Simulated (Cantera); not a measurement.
Cantera run:

```python
import numpy as np
import cantera as ct

gas_names = """
    C CH CH2 CH3 CH4 C2 C2H C2H2,acetylene C2H2,vinylidene C2H3,vinyl C2H4 C2H5 C2H6 C3 C3H3,propargyl
    C3H4,allene C3H4,propyne C3H4,cyclo- C3H5,allyl C3H6,propylene C3H6,cyclo- C3H7,n-propyl
    C3H7,i-propyl C3H8 C4 C4H2 C4H4,1,3-cyclo- C4H6,butadiene C4H6,2-butyne C4H6,cyclo- C4H8,1-butene
    C4H8,cis2-buten C4H8,tr2-butene C4H8,isobutene C4H8,cyclo- C4H9,n-butyl C4H9,i-butyl C4H9,s-butyl
    C4H9,t-butyl C4H10,isobutane C4H10,n-butane C5 C5H6,1,3cyclo- C5H8,cyclo- C5H10,1-pentene
    C5H10,cyclo- C5H11,pentyl C5H11,t-pentyl C5H12,n-pentane C5H12,i-pentane CH3C(CH3)2CH3 C6H2
    C6H5,phenyl C6H6 C6H10,cyclo- C6H12,1-hexene C6H12,cyclo- C6H13,n-hexyl C7H7,benzyl C7H8
    C7H14,1-heptene C7H15,n-heptyl C7H16,n-heptane C8H8,styrene C8H10,ethylbenz C8H16,1-octene
    C8H17,n-octyl C8H18,isooctane C8H18,n-octane C9H19,n-nonyl C10H8,naphthale C10H21,n-decyl
    C12H9,o-bipheny C12H10,bipheny H H2 Si SiC SiC2 SiC4H12 SiH SiH2 SiH3 SiH4 Si2 Si2C Si3
""".split()
cond_names = """
    C(gr) C6H6(L) C7H8(L) C8H18(L),n-octa Si(cr) Si(L) SiC(b)
""".split()


def load(file, names, dense=False):
    # The tables refer to 1 bar. Condensed volumes are neglected.
    table = {s.name: s for s in ct.Species.list_from_file(file)}
    out = []
    for n in names:
        d = dict(table[n].input_data)
        d["thermo"] = dict(d["thermo"], **{"reference-pressure": 1e5})
        if dense:
            d["equation-of-state"] = {"model": "constant-volume", "density": "1e6 g/cm^3"}
        out.append(ct.Species.from_dict(d))
    return out


gas = ct.Solution(thermo="ideal-gas", species=load("nasa_gas.yaml", gas_names))
cond = {s.name: ct.Solution(thermo="fixed-stoichiometry", species=[s], name=s.name)
        for s in load("nasa_condensed.yaml", cond_names, dense=True)}
atoms = {
    'SiC': {'Si': 1, 'C': 1},
    'Si': {'Si': 1},
    'H2': {'H': 2},
}
top_T = {'C(gr)': 4500, 'SiC(b)': 3050}  # K; cautious upper limits of use, not melting points


def equilibrate(T, P, feed):
    n = {}
    for name, mol in feed.items():
        for a, k in atoms[name].items():
            n[a] = n.get(a, 0.0) + k * mol
    gas.TPX = T, P, n
    mass = sum(n.values()) * gas.mean_molecular_weight
    gas.equilibrate("TP")
    valid = [c for c in cond.values() if c.min_temp <= T <= top_T.get(c.name, c.max_temp)]
    mix = ct.Mixture([(gas, mass / gas.mean_molecular_weight)] + [(c, 0.0) for c in valid])
    mix.T, mix.P = T, P
    mix.equilibrate("TP", solver="vcs", rtol=1e-11, max_steps=5000)
    return mix


results = []
feed = {'SiC': 1, 'Si': 0.48, 'H2': 0.055}  # mol
T = 1925  # K
P = 101325  # Pa
mix = equilibrate(T, P, feed)
results.append((T, P, feed, dict(zip(mix.species_names, mix.species_moles))))
x = sorted(zip(gas.X, gas.species_names), reverse=True)
print(f"T = {T:g} K  P = {P:g} Pa  gas = {mix.phase_moles(0):.4g} mol")
print("   x: " + "  ".join(f"{s} {v:.3e}" for v, s in x if v > 0.001))
print("   condensed (mol): " + ("  ".join(f"{mix.phase(i).name} {mix.phase_moles(i):.4g}"
      for i in range(1, mix.n_phases) if mix.phase_moles(i) > 1e-12) or "none"))
```

Result:

```
T = 1925 K  P = 101325 Pa  gas = 0.05503 mol
   x: H2 9.989e-01
   condensed (mol): Si(L) 0.48  SiC(b) 1
```

Cantera equilibrium calculation (NASA polynomials, part measured and part estimated; ideal gas, pure solids and liquids). Mutual solubility and eutectic melting of coexisting phases are not modelled. Gases not in the tables: Si2H6 and higher silanes.
